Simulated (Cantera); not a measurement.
Charge: 1 mol CCl4, 7.6 mol H2, held at 1625 °C and 2.80 Pa.

These are equilibrium values from Cantera (NASA tables, ideal gas, pure condensed phases), not measurements of a reactor. Candidate condensed phases: C, C6H6, C7H8, C8H18; 91 gas species. Equilibrium is a limit: real reactors are often held back by kinetics, nucleation or transport.

Problem. What is the equilibrium state?

Solution. 
- x(H2) = 0.510
- x(HCl) = 0.332
- x(H) = 0.106
- x(Cl) = 0.0519
- x(C2H2 (acetylene)) = 0.000192
- n(C(graphite)) = 0.996 mol
- gas amount = 10.42 mol
